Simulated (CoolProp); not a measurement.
The numbers come from the reference Helmholtz-energy equation of state, de Reuck 1990 in CoolProp.

Q: For fluorine, give the phase and the cp (kJ/(kg K)), speed of sound (m/s) at 140.2 K and 101 kPa; 200.1 K and 101 kPa; 280 K and 101 kPa.

A: 
- 140.2 K and 101 kPa: gas; cp 0.778, speed of sound 206
- 200.1 K and 101 kPa: gas; cp 0.784, speed of sound 246
- 280 K and 101 kPa: gas; cp 0.816, speed of sound 289
